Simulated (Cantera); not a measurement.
A Cantera script and what it prints.

```python
import numpy as np
import cantera as ct

gas_names = """
    CL CLO CL2 Fe FeCL FeCL2 FeCL3 FeO Fe2CL4 Fe2CL6 O O2 O3
""".split()
cond_names = """
    Fe(a) Fe(c) Fe(d) Fe(L) FeCL2(s) FeCL2(L) FeCL3(s) FeCL3(L) FeO(s) FeO(L) Fe2O3(s) Fe3O4(s)
""".split()


def load(file, names, dense=False):
    # The tables refer to 1 bar. Condensed volumes are neglected.
    table = {s.name: s for s in ct.Species.list_from_file(file)}
    out = []
    for n in names:
        d = dict(table[n].input_data)
        d["thermo"] = dict(d["thermo"], **{"reference-pressure": 1e5})
        if dense:
            d["equation-of-state"] = {"model": "constant-volume", "density": "1e6 g/cm^3"}
        out.append(ct.Species.from_dict(d))
    return out


gas = ct.Solution(thermo="ideal-gas", species=load("nasa_gas.yaml", gas_names))
cond = {s.name: ct.Solution(thermo="fixed-stoichiometry", species=[s], name=s.name)
        for s in load("nasa_condensed.yaml", cond_names, dense=True)}
atoms = {
    'Fe': {'Fe': 1},
    'Cl2': {'CL': 2},
    'O2': {'O': 2},
}
top_T = {'Fe2O3(s)': 1830, 'Fe3O4(s)': 1870}  # K; cautious upper limits of use, not melting points


def equilibrate(T, P, feed):
    n = {}
    for name, mol in feed.items():
        for a, k in atoms[name].items():
            n[a] = n.get(a, 0.0) + k * mol
    gas.TPX = T, P, n
    mass = sum(n.values()) * gas.mean_molecular_weight
    gas.equilibrate("TP")
    valid = [c for c in cond.values() if c.min_temp <= T <= top_T.get(c.name, c.max_temp)]
    mix = ct.Mixture([(gas, mass / gas.mean_molecular_weight)] + [(c, 0.0) for c in valid])
    mix.T, mix.P = T, P
    mix.equilibrate("TP", solver="gibbs", rtol=1e-10, max_steps=50000)
    return mix


results = []
feed = {'Fe': 1, 'Cl2': 0.99, 'O2': 0.058}  # mol
T = 1023.15  # K
P = 410000  # Pa
mix = equilibrate(T, P, feed)
results.append((T, P, feed, dict(zip(mix.species_names, mix.species_moles))))
print(gas.report(threshold=1e-05))
for i in range(1, mix.n_phases):
    print(f"{mix.phase(i).name:16s} {mix.phase_moles(i):12.5e} mol")
```

It prints:

```
       temperature   1023.1 K
          pressure   4.1e+05 Pa
           density   12.757 kg/m^3
  mean mol. weight   264.69 kg/kmol
   phase of matter   gas

                          1 kg             1 kmol
                     ---------------   ---------------
          enthalpy       -1.5177e+06       -4.0173e+08  J
   internal energy       -1.5499e+06       -4.1024e+08  J
           entropy              2407        6.3713e+05  J/K
    Gibbs function       -3.9805e+06       -1.0536e+09  J
 heat capacity c_p            549.65        1.4549e+05  J/K
 heat capacity c_v            518.24        1.3718e+05  J/K

                      mass frac. Y      mole frac. X     chem. pot. / RT
                     ---------------   ---------------   ---------------
                CL         4.014e-06        2.9971e-05            -16.03
               CL2         0.0033225          0.012404            -32.06
             FeCL2         0.0034627         0.0072315           -59.867
             FeCL3           0.20777           0.33908           -75.897
            Fe2CL4         0.0015859          0.001656           -119.73
            Fe2CL6           0.78385            0.6396           -151.79
     [   +7 minor]        4.5503e-08        3.7509e-07

Fe(a)             0.00000e+00 mol
FeCL2(L)          7.89172e-01 mol
FeCL3(L)          0.00000e+00 mol
FeO(s)            0.00000e+00 mol
Fe2O3(s)          3.86666e-02 mol
Fe3O4(s)          0.00000e+00 mol
```

Method: chemical equilibrium by Gibbs-energy minimisation in Cantera with the NASA 1993 tables (ideal gas, pure condensed phases). Mutual solubility and eutectic melting of coexisting phases are not modelled.
